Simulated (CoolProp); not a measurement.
Water along the isobar 100 MPa: Z from the reference equation and from simpler models built on Tc = 647.1 K, pc = 22.06 MPa, ω = 0.344; each cubic takes its own stable root.

Values from CoolProp's reference Helmholtz-energy equation of state, Wagner 2002.

| T (K) | phase | reference |
|---|---|---|
| 585.4 | liquid | 0.4575 |
| 614.9 | liquid | 0.4559 |
| 644.4 | liquid | 0.4581 |
| 673.9 | supercritical | 0.4648 |
| 703.4 | supercritical | 0.4766 |
| 732.9 | supercritical | 0.4946 |
| 762.4 | supercritical | 0.5196 |
| 791.9 | supercritical | 0.5517 |
| 821.4 | supercritical | 0.5897 |
| 850.9 | supercritical | 0.6312 |
| 880.4 | supercritical | 0.6734 |
| 909.9 | supercritical | 0.7139 |

### Question
How far does each simpler model (Redlich-Kwong, Soave-Redlich-Kwong) lie from the reference over these 12 states: mean and median of the absolute difference, and the worst?

### Answer
- Redlich-Kwong: mean 30.4 %, median 33.9 %, worst +43.8 % at 585.4 K and 100 MPa
- Soave-Redlich-Kwong: mean 38.3 %, median 41.3 %, worst +43.3 % at 703.4 K and 100 MPa
